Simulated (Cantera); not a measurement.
Charge: 1 mol MgF2, a varied amount of O2, 190 mol H2, equilibrated at 250 Pa.

Cantera equilibrium calculation (NASA polynomials, part measured and part estimated; ideal gas, pure solids and liquids). Candidate condensed phases: H2O, Mg, MgF2, MgO, Mg(OH)2; 31 gas species. Mutual solubility and eutectic melting of coexisting phases are not modelled. Rates play no part.

Problem. What condenses at these points (T in K, n(O2) in mol): (1250, 0.84); (1750, 0.5); (1550, 0.048); (1150, 0.65); (1150, 0.081); (1050, 0.39)?

Solution. 
```csv
T (K),n(O2) in mol,condensed phases,Mg condensed (%)
1250,0.84,MgO,100.0
1750,0.5,gas only,0.0
1550,0.048,MgO,3.7
1150,0.65,MgO,100.0
1150,0.081,MgF2 + MgO,100.0
1050,0.39,MgF2 + MgO,100.0
```
